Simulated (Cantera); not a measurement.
A perfectly stirred reactor is fed with 2.57 % CH4, 95.0 % H2, 1.52 % O2, 0.912 % N2, equivalence ratio 35, at 0.0513 atm; it is held at 2525 K, and followed from long to short residence time.

Model: GRI-Mech 3.0 (53 species, 325 reactions), integrated in Cantera.

Task: Predict: x(CH4) at τ = 4.50 s; x(H2) at τ = 4.50 s; x(O2) at τ = 4.50 s; x(C2H2) at τ = 4.50 s; x(OH) at τ = 4.50 s; x(CH4) at τ = 60.0 ms; x(H2) at τ = 60.0 ms; x(O2) at τ = 60.0 ms; x(C2H2) at τ = 60.0 ms; x(OH) at τ = 60.0 ms.

Result: 
```json
{
  "x(CH4) at τ = 4.50 s": "1.31e-6",
  "x(H2) at τ = 4.50 s": "0.851",
  "x(O2) at τ = 4.50 s": "4.43e-8",
  "x(C2H2) at τ = 4.50 s": "3.94e-7",
  "x(OH) at τ = 4.50 s": "0.000118",
  "x(CH4) at τ = 60.0 ms": "0.000191",
  "x(H2) at τ = 60.0 ms": "0.895",
  "x(O2) at τ = 60.0 ms": "3.12e-6",
  "x(C2H2) at τ = 60.0 ms": "0.00118",
  "x(OH) at τ = 60.0 ms": "0.000114"
}
```
